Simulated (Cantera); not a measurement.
A closed system holds: 1 mol TEOS, a varied amount of O2, equilibrated at 1623 K and 233 Torr.

These are equilibrium values from Cantera (NASA tables, ideal gas, pure condensed phases), not measurements of a reactor. Candidate condensed phases: C, C6H6, C7H8, C8H18, H2O, Si, SiC, SiO2; 123 gas species. The feed counts by its element totals alone. The tables hold silica as quartz up to 1696 K and as liquid above; real silica turns to tridymite and cristobalite and melts near 1996 K. Gases not in the tables: Si(OH)4. Kinetics and transport are ignored.

Q: At 6.1 mol O2, list the 5 most abundant gas species with their mole fractions, and the condensed phases.

A: CO 0.351, H2 0.304, H2O 0.251, CO2 0.0934, H 6.85e-5. Condensed: SiO2(β-quartz).
